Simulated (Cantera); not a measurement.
A Cantera script and its output.

```python
import numpy as np
import cantera as ct

gas = ct.Solution("gri30.yaml")


def delay(T, t_max=10):
    gas.TPX = T, 500000, {'CH4': 1, 'O2': 1.67, 'N2': 7.33}
    reactor = ct.IdealGasReactor(gas, clone=False)
    net = ct.ReactorNet([reactor])
    net.rtol, net.atol = 1e-8, 1e-16
    while net.time < t_max:
        t_old, T_old = net.time, reactor.T
        net.step()
        if reactor.T > T + 400:  # ignition: a rise of 400 K
            return t_old + (T + 400 - T_old) / (reactor.T - T_old) * (net.time - t_old)
    return np.nan


taus = []
for T in [1100, 1150, 1200, 1250, 1300, 1350, 1400]:
    taus.append(delay(T))
    print(f"T0 = {T:6g} K   tau = {taus[-1]:.4e} s")
```

It prints:

```
T0 =   1100 K   tau = 4.7035e-02 s
T0 =   1150 K   tau = 2.3391e-02 s
T0 =   1200 K   tau = 1.2028e-02 s
T0 =   1250 K   tau = 6.3756e-03 s
T0 =   1300 K   tau = 3.4754e-03 s
T0 =   1350 K   tau = 1.9434e-03 s
T0 =   1400 K   tau = 1.1122e-03 s
```

Detailed kinetics in Cantera: GRI-Mech 3.0 (53 species, 325 reactions).
